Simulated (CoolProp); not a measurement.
Ammonia along the isobar 56.2 MPa: Z from the reference equation and from simpler models built on Tc = 132.4 °C, pc = 11.36 MPa, ω = 0.256; each cubic takes its own stable root.

The numbers come from the reference Helmholtz-energy equation of state, Gao 2020 in CoolProp.

```
T (°C)          phase  reference  van der Waals  Redlich-Kwong  Soave-Redlich-Kwong  Peng-Robinson
------  -------------  ---------  -------------  -------------  -------------------  -------------
75.55          liquid     0.5652         0.9684         0.7197               0.7069         0.6303
86.95          liquid     0.5608         0.9509         0.7131               0.7020         0.6266
98.45          liquid     0.5577         0.9349         0.7080               0.6990         0.6246
109.85         liquid     0.5559         0.9205         0.7043               0.6978         0.6244
121.25         liquid     0.5554         0.9075         0.7020               0.6985         0.6261
132.75  supercritical     0.5562         0.8958         0.7009               0.7010         0.6296
144.15  supercritical     0.5584         0.8854         0.7012               0.7054         0.6350
155.55  supercritical     0.5621         0.8762         0.7026               0.7116         0.6422
167.05  supercritical     0.5674         0.8680         0.7054               0.7198         0.6515
```
